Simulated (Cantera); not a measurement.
A perfectly stirred reactor is fed with H2 : O2 : N2 = 1.2 : 1 : 5.1 (molar parts), equivalence ratio 0.60, at 100.0 Torr; it is held at 1375 K, and followed from long to short residence time.

Detailed kinetics in Cantera: the H2/O2 subset of GRI-Mech 3.0, which has no nitrogen chemistry. The temperature is held fixed by assumption; the heat of reaction is taken as removed at once.

Problem. What does this change do: pressure from 100.0 Torr to 0.280 bar?

Solution. 
| quantity | before | after |
|---|---|---|
| x(H2) at τ = 4.00 s | 0.000151 | 6.56e-5 |
| x(O2) at τ = 4.00 s | 0.0596 | 0.0596 |
| x(H) at τ = 4.00 s | 2.23e-5 | 5.03e-6 |
| x(OH) at τ = 4.00 s | 0.000548 | 0.000327 |
| x(H2O) at τ = 4.00 s | 0.179 | 0.179 |
| x(H2) at τ = 61.0 ms | 0.00235 | 0.00105 |
| x(O2) at τ = 61.0 ms | 0.0598 | 0.0596 |
| x(H) at τ = 61.0 ms | 0.00145 | 0.000338 |
| x(OH) at τ = 61.0 ms | 0.00220 | 0.00133 |
| x(H2O) at τ = 61.0 ms | 0.174 | 0.177 |

Problem. What does this change do: 0.51 parts H2O added?

Solution. 
| quantity | before | after |
|---|---|---|
| x(H2) at τ = 4.00 s | 0.000151 | 0.000159 |
| x(O2) at τ = 4.00 s | 0.0596 | 0.0554 |
| x(H) at τ = 4.00 s | 2.23e-5 | 1.80e-5 |
| x(OH) at τ = 4.00 s | 0.000548 | 0.000544 |
| x(H2O) at τ = 4.00 s | 0.179 | 0.237 |
| x(H2) at τ = 61.0 ms | 0.00235 | 0.00251 |
| x(O2) at τ = 61.0 ms | 0.0598 | 0.0558 |
| x(H) at τ = 61.0 ms | 0.00145 | 0.00117 |
| x(OH) at τ = 61.0 ms | 0.00220 | 0.00219 |
| x(H2O) at τ = 61.0 ms | 0.174 | 0.232 |
